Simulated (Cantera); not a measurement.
Reactions in the system N-O-V

Source: NASA polynomial tables (part measured, part estimated), evaluated in Cantera. Values are per mole of reaction as written; species without (g) are pure solids or liquids, kept so even where they would boil at 1 bar. VN: taken at fixed stoichiometry.

VN + NO2(g) ⇌ V + 2 NO(g)

| T (K) | ΔH° (kJ) | ΔS° (J/K) | ΔG° (kJ) | log10 K |
|---|---|---|---|---|
| 850 | 364.1 | 171.9 | 218.0 | -13.40 |
| 950 | 363.3 | 171.0 | 200.8 | -11.04 |
| 1050 | 362.5 | 170.2 | 183.8 | -9.14 |
| 1150 | 361.6 | 169.4 | 166.8 | -7.58 |
| 1250 | 360.7 | 168.6 | 149.9 | -6.26 |
| 1350 | 359.8 | 167.9 | 133.1 | -5.15 |
| 1450 | 358.9 | 167.3 | 116.3 | -4.19 |
| 1550 | 358.0 | 166.7 | 99.6 | -3.36 |
| 1650 | 357.1 | 166.1 | 83.0 | -2.63 |
| 1750 | 356.2 | 165.6 | 66.4 | -1.98 |
| 1850 | 355.3 | 165.1 | 49.9 | -1.41 |
